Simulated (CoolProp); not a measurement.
The fluid at 298.15 K and 3.86 MPa flows at 0.47 m/s in a round tube of 1 mm bore and 15 µm roughness, fully developed (64/Re and Nu = 3.66 if laminar; Colebrook and Gnielinski if turbulent). The same conditions are run with several fluids, on thermodynamics alone (safety and materials aside).

The numbers come from the reference Helmholtz-energy equation of state of each fluid (R236EA: Rui 2013; n-decane: Lemmon 2006; p-xylene: Zhou 2012; o-xylene: Zhou 2012) in CoolProp.

Task: Rank R236EA, n-decane, p-xylene, o-xylene by Reynolds number, highest first.

Result: R236EA (1650), p-xylene (646), o-xylene (528), n-decane (387)

```json
[
 {"fluid": "R236EA", "Darcy friction factor": "0.0387", "pressure drop (Pa/m)": "6170", "heat-transfer coefficient (W/(m² K))": "300", "mass flow (kg/h)": "1.91"},
 {"fluid": "n-decane", "Darcy friction factor": "0.166", "pressure drop (Pa/m)": "13300", "heat-transfer coefficient (W/(m² K))": "479", "mass flow (kg/h)": "0.969"},
 {"fluid": "p-xylene", "Darcy friction factor": "0.0991", "pressure drop (Pa/m)": "9410", "heat-transfer coefficient (W/(m² K))": "468", "mass flow (kg/h)": "1.14"},
 {"fluid": "o-xylene", "Darcy friction factor": "0.121", "pressure drop (Pa/m)": "11800", "heat-transfer coefficient (W/(m² K))": "483", "mass flow (kg/h)": "1.17"}
]
```

Transport values come from each fluid's own correlations; those of R236EA are estimates that may be off by 10 % or more.
